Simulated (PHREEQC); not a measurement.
1 kg of water holding 0.024 mol NaCl, 0.036 mol MgSO4, 0.017 mol Na2SO4 and 0.37 mol K2SO4 is evaporated at 90 °C; the solids stay in contact with the brine. The system is closed to CO2. Only these solids could form: Arcanite, Bischofite, Bloedite, Brucite, Carnallite, Epsomite, Glaserite, Halite, Hexahydrite, Kainite, Kieserite, Leonite, Mirabilite, Misenite, Schoenite, Sylvite, Thenardite, MgCl2_4H2O.

The series has 21 steps of water left (kg), from 1 to 0.01979.

All values are PHREEQC results (Pitzer model, pitzer.dat), not measurements.

Question: Which solids form, in which order, and at which step of the series does each first stand?

Answer: Arcanite from water left = 0.2533 kg; Glaserite from water left = 0.02407 kg.

Species that the database lacks are ignored. At this temperature some constants are extrapolated from 25 °C, and those without enthalpy data are left unchanged.
